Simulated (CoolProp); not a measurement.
Vapour-liquid equilibrium of CHF3 (R23) (1) + R22 (2) at -41.85 °C; x and y are mole fractions of (1).

The numbers come from the multi-fluid Helmholtz-energy mixture model, Penoncello 2003 and Kamei 1995; pair parameters Bell 2016 in CoolProp.

```tsv
x	bubble pressure (kPa)	y at the bubble point	dew pressure at overall composition x (kPa)	liquid density (mol/L)
0.05	131.4	0.293	101.1	16.43
0.2	230.8	0.645	117.9	16.73
0.35	321.1	0.781	141.4	17.02
0.5	402.8	0.856	176.3	17.31
0.65	478.7	0.906	233.1	17.60
0.8	553.1	0.948	338.9	17.88
0.95	631.3	0.987	557.6	18.16
```

No azeotrope shows between x = 0.05 and 0.95.

The pair parameters rest on a limited set of measurements; away from them the model extrapolates.
